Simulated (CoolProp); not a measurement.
Carbon dioxide along the isotherm 295.4 K: density (kg/m³) from the reference equation and from simpler models built on Tc = 304.1 K, pc = 73.77 bar, ω = 0.224; each cubic takes its own stable root.

Model: reference Helmholtz-energy equation of state, Span 1996, in CoolProp.

```json
[
 {"p (bar)": "13.2", "phase": "gas", "reference": "25.46", "Redlich-Kwong": "25.42", "Peng-Robinson": "25.63"},
 {"p (bar)": "26.3", "phase": "gas", "reference": "55.49", "Redlich-Kwong": "55.21", "Peng-Robinson": "56.23"},
 {"p (bar)": "39.5", "phase": "gas", "reference": "93.85", "Redlich-Kwong": "92.74", "Peng-Robinson": "95.67"},
 {"p (bar)": "52.7", "phase": "gas", "reference": "150.3", "Redlich-Kwong": "145.9", "Peng-Robinson": "153.7"},
 {"p (bar)": "65.9", "phase": "liquid", "reference": "770.1", "Redlich-Kwong": "604.0", "Peng-Robinson": "704.0"},
 {"p (bar)": "79", "phase": "liquid", "reference": "804.4", "Redlich-Kwong": "659.6", "Peng-Robinson": "755.6"},
 {"p (bar)": "92.2", "phase": "liquid", "reference": "828.2", "Redlich-Kwong": "695.1", "Peng-Robinson": "791.3"},
 {"p (bar)": "105", "phase": "liquid", "reference": "846.3", "Redlich-Kwong": "721.3", "Peng-Robinson": "818.5"},
 {"p (bar)": "119", "phase": "liquid", "reference": "862.8", "Redlich-Kwong": "744.7", "Peng-Robinson": "843.2"},
 {"p (bar)": "132", "phase": "liquid", "reference": "875.9", "Redlich-Kwong": "763.3", "Peng-Robinson": "862.9"},
 {"p (bar)": "145", "phase": "liquid", "reference": "887.6", "Redlich-Kwong": "779.6", "Peng-Robinson": "880.3"},
 {"p (bar)": "158", "phase": "liquid", "reference": "898.2", "Redlich-Kwong": "794.3", "Peng-Robinson": "896.0"},
 {"p (bar)": "171", "phase": "liquid", "reference": "907.8", "Redlich-Kwong": "807.6", "Peng-Robinson": "910.2"},
 {"p (bar)": "184", "phase": "liquid", "reference": "916.8", "Redlich-Kwong": "819.7", "Peng-Robinson": "923.4"}
]
```
